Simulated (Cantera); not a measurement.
A perfectly stirred reactor is fed with 1.46 % CH4, 97.3 % H2, 1.26 % CO2, at 18000 Pa; it is held at 1673 K, and followed from long to short residence time.

Computed with Cantera and GRI-Mech 3.0 (53 species, 325 reactions).

One state of this run: x CH4 = 0.0141; x H2 = 0.967; x CO2 = 0.00697; x HO2 = <1e-12; x H = 0.000240; x C2H = 2.24e-10; x C2H4 = 1.04e-5. x: mole fraction; the columns are a selection and need not sum to one.

Question: Which value of τ (s) does it belong to?
A. 0.0091
B. 0.70
C. 0.039
D. 0.16

Answer: C, 0.039
